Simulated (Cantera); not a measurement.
**Equilibrium for silicon carbide growth: SiHCl3 + C3H8 + H2**

Feed: 1 mol SiHCl3, 0.24 mol C3H8, a varied amount of H2, at 975 °C and 11.0 mbar.

Equilibrium computed with Cantera from the NASA thermochemical tables; the gas is ideal and each condensed phase is pure. Candidate condensed phases: C, C6H6, C7H8, C8H18, Si, SiC; 109 gas species. Mutual solubility and eutectic melting of coexisting phases are not modelled. The tables' values for SiCl3 are old estimates; treat these amounts as uncertain. Equilibrium is a limit: real reactors are often held back by kinetics, nucleation or transport.

At 56 mol H2 the condensed part is SiC(s). From 67 mol H2 to 300 mol H2 the condensed part is Si(s) + SiC(s). The main Si-bearing gas is SiCl2 throughout. The share of Si in condensed phases is highest at 300 mol H2 (92.9 %) and lowest at 56 mol H2 (72.0 %).

```json
[
 {"n(H2) (mol)": "56", "x H2": "0.955", "x HCl": "0.0406", "x SiCl2": "0.00409", "x SiCl3": "0.000317", "x SiCl4": "0.000177", "x SiHCl3": "0.000146", "x SiH2Cl2": "1.65e-5", "n SiC(s)": "0.720", "n Si(s)": "0"},
 {"n(H2) (mol)": "67", "x H2": "0.961", "x HCl": "0.0351", "x SiCl2": "0.00321", "x SiCl3": "0.000214", "x SiCl4": "0.000103", "x SiHCl3": "9.94e-5", "x SiH2Cl2": "1.30e-5", "n SiC(s)": "0.720", "n Si(s)": "0.0251"},
 {"n(H2) (mol)": "79", "x H2": "0.966", "x HCl": "0.0308", "x SiCl2": "0.00246", "x SiCl3": "0.000144", "x SiCl4": "6.04e-5", "x SiHCl3": "6.68e-5", "x SiH2Cl2": "1.00e-5", "n SiC(s)": "0.720", "n Si(s)": "0.0552"},
 {"n(H2) (mol)": "93", "x H2": "0.971", "x HCl": "0.0269", "x SiCl2": "0.00188", "x SiCl3": "9.55e-5", "x SiCl4": "3.51e-5", "x SiHCl3": "4.45e-5", "x SiH2Cl2": "7.68e-6", "n SiC(s)": "0.720", "n Si(s)": "0.0825"},
 {"n(H2) (mol)": "110", "x H2": "0.975", "x HCl": "0.0234", "x SiCl2": "0.00141", "x SiCl3": "6.21e-5", "x SiCl4": "1.97e-5", "x SiHCl3": "2.90e-5", "x SiH2Cl2": "5.79e-6", "n SiC(s)": "0.720", "n Si(s)": "0.108"},
 {"n(H2) (mol)": "130", "x H2": "0.979", "x HCl": "0.0202", "x SiCl2": "0.00105", "x SiCl3": "4.00e-5", "x SiCl4": "1.10e-5", "x SiHCl3": "1.87e-5", "x SiH2Cl2": "4.33e-6", "n SiC(s)": "0.720", "n Si(s)": "0.131"},
 {"n(H2) (mol)": "150", "x H2": "0.981", "x HCl": "0.0178", "x SiCl2": "0.000813", "x SiCl3": "2.73e-5", "x SiCl4": "6.60e-6", "x SiHCl3": "1.28e-5", "x SiH2Cl2": "3.37e-6", "n SiC(s)": "0.720", "n Si(s)": "0.148"},
 {"n(H2) (mol)": "180", "x H2": "0.984", "x HCl": "0.0151", "x SiCl2": "0.000584", "x SiCl3": "1.66e-5", "x SiCl4": "3.40e-6", "x SiHCl3": "7.79e-6", "x SiH2Cl2": "2.42e-6", "n SiC(s)": "0.720", "n Si(s)": "0.168"},
 {"n(H2) (mol)": "210", "x H2": "0.986", "x HCl": "0.0131", "x SiCl2": "0.000440", "x SiCl3": "1.08e-5", "x SiCl4": "1.93e-6", "x SiHCl3": "5.10e-6", "x SiH2Cl2": "1.83e-6", "n SiC(s)": "0.720", "n Si(s)": "0.182"},
 {"n(H2) (mol)": "250", "x H2": "0.988", "x HCl": "0.0112", "x SiCl2": "0.000318", "x SiCl3": "6.66e-6", "x SiCl4": "1.01e-6", "x SiHCl3": "3.13e-6", "x SiH2Cl2": "1.32e-6", "n SiC(s)": "0.720", "n Si(s)": "0.197"},
 {"n(H2) (mol)": "300", "x H2": "0.990", "x HCl": "0.00943", "x SiCl2": "0.000225", "x SiCl3": "3.98e-6", "x SiCl4": "5.06e-7", "x SiHCl3": "1.87e-6", "x SiH2Cl2": "9.41e-7", "n SiC(s)": "0.720", "n Si(s)": "0.210"}
]
```
x: gas mole fraction; n: condensed amount in mol.
